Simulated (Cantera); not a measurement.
Charge: 1 mol SiO₂, 0.3 mol CH₄, 1.9 mol H₂, 5.5 mol C, equilibrated at 1575 °C and 0.100 bar.

Equilibrium computed with Cantera from the NASA thermochemical tables; the gas is ideal and each condensed phase is pure. Candidate condensed phases: C, C₆H₆, C₇H₈, C₈H₁₈, H₂O, Si, SiC, SiO₂; 123 gas species. Kinetics and transport are ignored.

What is the equilibrium state?


```json
{
 "x(H₂)": "0.554",
 "x(CO)": "0.441",
 "x(SiO)": "0.00281",
 "x(H)": "0.00125",
 "x(C₂H₂ (acetylene))": "0.000143",
 "x(CH₄)": "2.02e-5",
 "x(H₂O)": "5.53e-6",
 "x(Si)": "1.88e-6",
 "x(CO₂)": "1.10e-6",
 "n(C(graphite))": "2.82 mol",
 "n(SiC(s))": "0.987 mol",
 "gas_amount": "4.503 mol",
 "log10 activity of Si(l) (absent)": "-1.53"
}
```
